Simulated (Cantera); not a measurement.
Charge: 1 mol BN, a varied amount of H2O, at 1223 K and 9.00 Torr.

Cantera equilibrium calculation (NASA polynomials, part measured and part estimated; ideal gas, pure solids and liquids). Candidate condensed phases: B, BN, B2O3, B3O3H3, H2O; 39 gas species. Mutual solubility and eutectic melting of coexisting phases are not modelled. Gases not in the tables: H3BO3. Kinetics and transport are ignored.

Question: Which condensed phases are stable at each of these points (n(H2O) (mol)): 0.74, 1.3, 2.1, 3.6, 6, 10, 17, 29?

Answer: 
```json
[
 {"n(H2O) (mol)": "0.74", "condensed phases": "BN(s) + B2O3(l)", "B condensed (%)": "100.0"},
 {"n(H2O) (mol)": "1.3", "condensed phases": "BN(s) + B2O3(l)", "B condensed (%)": "99.9"},
 {"n(H2O) (mol)": "2.1", "condensed phases": "B2O3(l)", "B condensed (%)": "98.6"},
 {"n(H2O) (mol)": "3.6", "condensed phases": "B2O3(l)", "B condensed (%)": "96.4"},
 {"n(H2O) (mol)": "6", "condensed phases": "B2O3(l)", "B condensed (%)": "93.0"},
 {"n(H2O) (mol)": "10", "condensed phases": "B2O3(l)", "B condensed (%)": "87.5"},
 {"n(H2O) (mol)": "17", "condensed phases": "B2O3(l)", "B condensed (%)": "77.7"},
 {"n(H2O) (mol)": "29", "condensed phases": "B2O3(l)", "B condensed (%)": "61.0"}
]
```

From 0.74 mol H2O to 1.3 mol H2O the condensed part is BN(s) + B2O3(l). From 2.1 mol H2O to 29 mol H2O the condensed part is B2O3(l). The share of B in condensed phases is highest at 0.74 mol H2O (100.0 %) and lowest at 29 mol H2O (61.0 %).
